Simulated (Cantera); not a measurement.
**Adiabatic ignition**

An adiabatic, constant-pressure homogeneous reactor starts with C3H8 : O2 : N2 : H2O = 1 : 2.27 : 8.55 : 0.83 (molar parts), at 1750 K and 1.00 atm.

Detailed kinetics in Cantera: GRI-Mech 3.0 (53 species, 325 reactions). GRI-Mech 3.0 was tuned for natural gas; its chemistry of propane as a main component is partial and can be far from experiment.

```
t (s)     T (K)    x C3H8     x O2   x H2O      x NO     x CO2     x NO2    x HCO
--------  -----  --------  -------  ------  --------  --------  --------  -------
9.00e-6    1702    0.0277    0.151  0.0769   4.70e-9  0.000606  5.24e-11  7.99e-5
2.38e-5    2427   2.38e-9   0.0182   0.152   1.04e-5   0.00961  3.90e-10  8.21e-5
6.30e-5    2666  1.27e-11  1.93e-5   0.132  0.000139    0.0197   2.07e-9  3.18e-6
0.000167   2652    <1e-12  1.92e-5   0.124  0.000328    0.0187   4.30e-9  4.52e-7
0.000441   2626    <1e-12  3.46e-5   0.122  0.000492    0.0187   6.36e-9  2.82e-7
0.00117    2606    <1e-12  5.04e-5   0.121  0.000466    0.0188   5.93e-9  3.14e-7
0.00309    2605    <1e-12  5.24e-5   0.121  0.000413    0.0188   5.24e-9  3.17e-7
0.00816    2605    <1e-12  5.26e-5   0.121  0.000365    0.0188   4.65e-9  3.17e-7
0.0216     2605    <1e-12  5.26e-5   0.121  0.000353    0.0188   4.50e-9  3.17e-7
0.0571     2605    <1e-12  5.27e-5   0.121  0.000353    0.0188   4.50e-9  3.17e-7
0.151      2605    <1e-12  5.27e-5   0.121  0.000353    0.0188   4.50e-9  3.17e-7
0.400      2605    <1e-12  5.27e-5   0.121  0.000353    0.0188   4.50e-9  3.17e-7
```
x: mole fraction; the columns are a selection and need not sum to one.

```yaml
time_of_steepest_temperature_rise: 21.7 µs
temperature at 0.400 s: 2605 K
equilibrium_temperature: 2605 K
x(C3H8) at 0.400 s: <1e-12 (gas-phase equilibrium <1e-12)
x(O2) at 0.400 s: 5.27e-5 (gas-phase equilibrium 5.27e-5)
x(H2O) at 0.400 s: 0.121 (gas-phase equilibrium 0.121)
```
